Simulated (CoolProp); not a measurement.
Values from CoolProp's reference Helmholtz-energy equation of state, Gao 2016.

Q: Give the vapour pressure (MPa), liquid density (kg/m³), vapour density (kg/m³), liquid cp (kJ/(kg K)) of saturated sulfur dioxide at -29.75, -13.75, -5.75 °C.

A: 
```tsv
T (°C)	p (MPa)	liquid density (kg/m³)	vapour density (kg/m³)	liquid cp (kJ/(kg K))
-29.75	0.0385	1510	1.24	1.36
-13.75	0.0855	1470	2.60	1.36
-5.75	0.122	1450	3.63	1.36
```
